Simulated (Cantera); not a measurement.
Charge: 1 mol NH₃, 0.6 mol SO₂, 0.2 mol O₂, equilibrated at 1.00 bar.

Equilibrium computed with Cantera from the NASA thermochemical tables; the gas is ideal and each condensed phase is pure. Candidate condensed phases: H₂O, H₂SO₄, S; 35 gas species. Equilibrium is a limit: real reactors are often held back by kinetics, nucleation or transport. All values below are at 2175 K.

Base state: H₂O 0.427, N₂ 0.205, H₂ 0.167, SO₂ 0.1000, S₂ 0.0463, SO 0.0257, H₂S 0.0137, SH 0.00899 (mole fractions); condensed: gas only.

### Question
What changes in the equilibrium state with this change: NH₃ replaced by S?

### Answer
```tsv
species	before	after
SO₂	0.1000	0.595
S₂	0.0463	0.288
SO	0.0257	0.0988
H₂O	0.427	0
N₂	0.205	0
H₂	0.167	0
H₂S	0.0137	0
S₂O	0.00142	0.0136
SH	0.00899	0
H	0.00200	0
```

### Question
What changes in the equilibrium state with this change: pressure from 1.00 bar to 0.100 bar?

### Answer
```
species    before    after
-------  --------  -------
H₂O         0.427    0.366
H₂          0.167    0.218
N₂          0.205    0.199
SO         0.0257   0.0440
H₂S        0.0137  0.00467
S₂         0.0463   0.0315
SO₂        0.1000    0.113
O         5.73e-6  3.76e-5
O₂        6.19e-6  2.67e-5
H         0.00200  0.00721
S         0.00196  0.00513
OH       0.000685  0.00163
```
